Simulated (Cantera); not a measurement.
An isothermal, constant-pressure homogeneous reactor starts with H₂ : O₂ : N₂ = 0.1 : 1 : 0.99 (molar parts), at 1225 K and 20.0 Torr.

Cantera simulation using the H2/O2 subset of GRI-Mech 3.0, which has no nitrogen chemistry; the numbers are that mechanism's predictions, not measurements. Radical loss at walls, strong at low pressure, is not modelled. The temperature is held fixed by assumption; the heat of reaction is taken as removed at once.

x: mole fraction; the columns are a selection and need not sum to one.

```csv
t (s),x H₂,x O₂,x H,x OH,x H₂O₂,x O,x HO₂
0.000900,0.0476,0.478,6.18e-5,___,8.06e-10,8.17e-5,6.32e-7
0.00149,0.0178,0.459,0.00978,___,3.38e-7,0.0124,4.22e-6
0.00245,0.00148,0.445,0.0104,___,1.44e-7,0.0250,4.20e-6
0.00404,0.00116,0.447,0.00855,0.00301,1.31e-7,0.0232,4.08e-6
0.00668,0.000995,0.450,0.00663,0.00279,1.34e-7,0.0195,4.00e-6
0.0110,0.000778,0.454,0.00443,___,1.37e-7,0.0148,3.82e-6
0.0182,0.000530,0.458,0.00241,___,1.36e-7,0.00984,3.47e-6
0.0300,0.000303,0.461,0.00102,___,1.27e-7,0.00553,2.92e-6
0.0495,0.000146,0.463,0.000335,___,1.08e-7,0.00264,2.17e-6
0.0817,6.18e-5,0.465,9.19e-5,___,8.13e-8,0.00111,1.41e-6
0.135,2.45e-5,0.465,2.30e-5,___,5.51e-8,0.000443,7.99e-7
0.223,9.67e-6,0.465,5.75e-6,___,3.45e-8,0.000175,4.12e-7
0.367,3.95e-6,0.466,1.52e-6,___,2.05e-8,7.21e-5,2.03e-7
0.606,1.70e-6,0.466,4.33e-7,___,1.19e-8,3.13e-5,1.00e-7
1.00,7.78e-7,0.466,1.35e-7,___,6.83e-9,1.44e-5,5.05e-8
```

Some entries are withheld; supply them.


- 0.000900, x OH: 5.36e-5
- 0.00149, x OH: 0.00501
- 0.00245, x OH: 0.00334
- 0.0110, x OH: 0.00247
- 0.0182, x OH: 0.00204
- 0.0300, x OH: 0.00154
- 0.0495, x OH: 0.00107
- 0.0817, x OH: 0.000698
- 0.135, x OH: 0.000441
- 0.223, x OH: 0.000278
- 0.367, x OH: 0.000179
- 0.606, x OH: 0.000118
- 1.00, x OH: 7.98e-5
